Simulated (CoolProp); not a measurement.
Values from CoolProp's reference Helmholtz-energy equation of state, Span 1996.

Question: For carbon dioxide, give the phase and the cv (kJ/(kg K)), speed of sound (m/s), Joule-Thomson coefficient (K/MPa), viscosity (µPa s) at 263.9 K and 30900 kPa; 346.2 K and 30900 kPa; 379.2 K and 30900 kPa.

Answer: 
- 263.9 K and 30900 kPa: liquid; cv 0.941, speed of sound 869, Joule-Thomson coefficient -0.108, viscosity 166
- 346.2 K and 30900 kPa: supercritical; cv 0.905, speed of sound 510, Joule-Thomson coefficient 0.519, viscosity 70.0
- 379.2 K and 30900 kPa: supercritical; cv 0.902, speed of sound 427, Joule-Thomson coefficient 0.967, viscosity 52.9

Viscosity comes from a separate model (Laesecke 2017).
